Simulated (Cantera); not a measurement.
Input: 1 mol CS₂, 2.7 mol H₂O, 1.8 mol H₂, equilibrated at 2925 °C and 10.0 mbar.

These are equilibrium values from Cantera (NASA tables, ideal gas, pure condensed phases), not measurements of a reactor. Candidate condensed phases: C, C₆H₆, C₇H₈, C₈H₁₈, H₂O, H₂SO₄, S; 123 gas species. The numbers say what is thermodynamically allowed, not how fast it happens.

Base state: H 0.605, S 0.132, O 0.0933, CO 0.0793, H₂ 0.0468, SO 0.0221, OH 0.0120, SH 0.00245 (mole fractions); condensed: gas only.

### Question
What changes in the equilibrium state with this change: H₂ from 1.8 to 0.3 mol?

### Answer
```tsv
species	before	after
H	0.605	0.525
S	0.132	0.164
O	0.0933	0.116
CO	0.0793	0.102
SO	0.0221	0.0340
H₂	0.0468	0.0352
OH	0.0120	0.0130
SO₂	0.000728	0.00139
CO₂	0.000529	0.000842
```

### Question
What changes in the equilibrium state with this change: temperature from 2925 °C to 2200 °C?

### Answer
| species | before | after |
|---|---|---|
| H₂ | 0.0468 | 0.403 |
| H | 0.605 | 0.141 |
| CO | 0.0793 | 0.125 |
| H₂O | 0.00243 | 0.0945 |
| O | 0.0933 | 0.00155 |
| S₂ | 0.000923 | 0.0353 |
| SO₂ | 0.000728 | 0.0191 |
| SH | 0.00245 | 0.0199 |
| SO | 0.0221 | 0.0741 |
| OH | 0.0120 | 0.00667 |
| S | 0.132 | 0.0734 |
| H₂S | 1.10e-5 | 0.00158 |
| S₂O | 1.83e-6 | 0.000155 |
